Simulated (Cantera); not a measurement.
An isothermal, constant-pressure homogeneous reactor starts with N₂O : N₂ = 1 : 50 (molar parts), at 1425 K and 2200 Pa.

Model: GRI-Mech 3.0 (53 species, 325 reactions), integrated in Cantera. GRI-Mech 3.0 was tuned for natural gas; its chemistry of N2O as a main component is partial and can be far from experiment. Radical loss at walls, strong at low pressure, is not modelled.

Q: Predict: x(N₂O) at 5.00 s; x(O₂) at 5.00 s; x(NO) at 5.00 s; x(O) at 5.00 s; x(NO₂) at 5.00 s.

A: 
```json
{
  "x(N₂O) at 5.00 s": "0.00176 (gas-phase equilibrium 2.10e-9)",
  "x(O₂) at 5.00 s": "0.00698 (gas-phase equilibrium 0.00961)",
  "x(NO) at 5.00 s": "0.00368 (gas-phase equilibrium 0.000200)",
  "x(O) at 5.00 s": "3.14e-5 (gas-phase equilibrium 9.23e-7)",
  "x(NO₂) at 5.00 s": "6.11e-7 (gas-phase equilibrium 4.32e-8)"
}
```
